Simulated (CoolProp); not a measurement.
Properties of nitrogen along the isobar 2.38 MPa.

Model: reference Helmholtz-energy equation of state, Span 2000, in CoolProp.

```json
[
 {"T (K)": "83.3", "phase": "liquid", "Z": "0.1226", "conductivity (mW/(m K))": "136", "Prandtl number": "2.02"},
 {"T (K)": "117.5", "phase": "liquid", "Z": "0.1223", "conductivity (mW/(m K))": "66.6", "Prandtl number": "2.32"},
 {"T (K)": "151.8", "phase": "gas", "Z": "0.8591", "conductivity (mW/(m K))": "16.8", "Prandtl number": "0.901"},
 {"T (K)": "186.1", "phase": "gas", "Z": "0.9342", "conductivity (mW/(m K))": "18.9", "Prandtl number": "0.805"},
 {"T (K)": "220.4", "phase": "gas", "Z": "0.9674", "conductivity (mW/(m K))": "21.3", "Prandtl number": "0.768"},
 {"T (K)": "254.7", "phase": "gas", "Z": "0.9848", "conductivity (mW/(m K))": "23.7", "Prandtl number": "0.748"},
 {"T (K)": "289", "phase": "gas", "Z": "0.9947", "conductivity (mW/(m K))": "26.1", "Prandtl number": "0.735"},
 {"T (K)": "323.3", "phase": "gas", "Z": "1.001", "conductivity (mW/(m K))": "28.5", "Prandtl number": "0.725"},
 {"T (K)": "357.6", "phase": "gas", "Z": "1.004", "conductivity (mW/(m K))": "30.7", "Prandtl number": "0.719"},
 {"T (K)": "391.9", "phase": "gas", "Z": "1.007", "conductivity (mW/(m K))": "32.9", "Prandtl number": "0.714"},
 {"T (K)": "426.2", "phase": "gas", "Z": "1.008", "conductivity (mW/(m K))": "35.1", "Prandtl number": "0.711"}
]
```

Viscosity comes from a separate model (Lemmon 2004). Thermal conductivity comes from a separate model (Lemmon 2004).
